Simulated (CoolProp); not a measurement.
A single-stage vapour-compression cycle with the fluid: evaporating at 217.15 K (dew point), condensing at 259.15 K (bubble point), superheat 8 K, subcooling 0 K, compressor efficiency 0.6, no pressure losses. The same conditions are run with several fluids, on thermodynamics alone (safety and materials aside).

Model: reference Helmholtz-energy equation of state of each fluid (R407C: Lemmon 2003; R124: de Vries 1995; C3F8 (R218): Lemmon 2006; isobutane: Bücker 2006; fluoroethane (R161): Wu 2012), in CoolProp. Blends and air are pseudo-pure fits.

```csv
fluid,cooling COP,pressure ratio,discharge temperature (K),refrigerating effect (kJ/kg),volumetric capacity (kJ/m³)
R407C,___,___,346.0,203,338
R124,2.65,9.15,___,___,110
C3F8 (R218),2.40,6.60,273.7,76.0,303
isobutane,2.67,___,306.5,323,120
fluoroethane (R161),2.62,6.70,345.0,369,___
```

Problem. Fill in the missing entries.

Solution. 
- R407C, cooling COP: 2.16
- R407C, pressure ratio: 9.90
- R124, discharge temperature (K): 308.3
- R124, refrigerating effect (kJ/kg): 147
- isobutane, pressure ratio: 7.82
- fluoroethane (R161), volumetric capacity (kJ/m³): 384
